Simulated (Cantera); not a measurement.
Charge: 1 mol CuO, 4.7 mol HF, equilibrated at 1.33 mbar.

Cantera equilibrium calculation (NASA polynomials, part measured and part estimated; ideal gas, pure solids and liquids). Candidate condensed phases: Cu, CuF₂, CuO, Cu(OH)₂, Cu₂O, H₂O; 27 gas species. Kinetics and transport are ignored.

Question: At 1348 K, list the 7 most abundant gas species with their mole fractions, and the condensed phases.

Answer: HF 0.907, O₂ 0.0498, CuF 0.0286, H₂O 0.0144, Cu 0.000166, CuF₂ 0.000115, OH 2.49e-5. Condensed: Cu₂O(s).
